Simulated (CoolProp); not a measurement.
The numbers come from the reference Helmholtz-energy equation of state, Thol 2018 in CoolProp.

Give the vapour pressure (bar), liquid density (kg/m³), vapour density (kg/m³), enthalpy of vaporisation (kJ/kg) of saturated hydrogen chloride at 262.8, 277.9 K.


| T (K) | p (bar) | liquid density (kg/m³) | vapour density (kg/m³) | enthalpy of vaporisation (kJ/kg) |
|---|---|---|---|---|
| 262.8 | 19.6 | 967 | 41.3 | 334 |
| 277.9 | 29.3 | 908 | 63.8 | 300 |
